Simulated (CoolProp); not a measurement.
Values from CoolProp's reference Helmholtz-energy equation of state, Lemmon 2006. It is a short technical equation, of lower accuracy than the large ones.

### Question
Give the vapour pressure (MPa), liquid density (kg/m³), vapour density (kg/m³), liquid cp (kJ/(kg K)) of saturated CH3F (R41) at -117.35, -42.05 °C.

### Answer
| T (°C) | p (MPa) | liquid density (kg/m³) | vapour density (kg/m³) | liquid cp (kJ/(kg K)) |
|---|---|---|---|---|
| -117.35 | 0.00637 | 958 | 0.169 | 2.07 |
| -42.05 | 0.532 | 799 | 10.7 | 2.18 |
